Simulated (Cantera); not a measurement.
An adiabatic, constant-volume homogeneous reactor starts with 28.8 % H2, 14.4 % O2, 54.2 % N2, 2.54 % H2O, equivalence ratio 1.0, at 1623 K and 65000 Pa.

Model: the H2/O2 subset of GRI-Mech 3.0, which has no nitrogen chemistry, integrated in Cantera.

One state of this run: T (K) = 2943; P (bar) = 1.08; x H2 = 0.0600; x O2 = 0.0212; x H2O = 0.245; x H2O2 = 5.89e-7; x HO2 = 1.09e-5; x O = 0.0130; x H = 0.0313. x: mole fraction; the columns are a selection and need not sum to one.

Q: Which value of t (s) does it belong to?
A. 0.00132
B. 2.00e-6
C. 1.74e-5
D. 4.11e-6

A: A, 0.00132
